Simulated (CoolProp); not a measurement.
Vapour-liquid equilibrium of CHF3 (R23) (1) + R134a (2) at -58.65 °C; x and y are mole fractions of (1).

The numbers come from the multi-fluid Helmholtz-energy mixture model, Penoncello 2003 and Tillner-Roth 1994; pair parameters Bell 2016 in CoolProp.

```csv
x,bubble pressure (kPa),y at the bubble point,dew pressure at overall composition x (kPa),liquid density (mol/L)
0.05,31.88,0.477,18.23,14.62
0.125,53.59,0.710,19.71,14.94
0.2,75.39,0.808,21.45,15.27
0.275,[?],0.864,23.54,15.61
0.35,119.8,0.899,26.07,15.96
0.425,142.6,0.924,29.20,16.32
0.5,165.9,0.942,33.19,16.69
0.575,189.6,0.957,38.43,17.07
0.65,213.8,0.968,[?],17.45
0.725,238.3,0.977,[?],17.85
0.8,263.3,0.985,72.86,18.25
0.875,288.6,0.991,103.6,18.65
0.95,314.1,0.997,177.7,19.05
```

Question: Some entries are withheld; supply them.

Answer: 
- 0.275, bubble pressure (kPa): 97.42
- 0.65, dew pressure at overall composition x (kPa): 45.63
- 0.725, dew pressure at overall composition x (kPa): 56.13

No azeotrope shows between x = 0.05 and 0.95.

Pair parameters are fitted to limited data, so mixtures are less certain than the pure fluids.
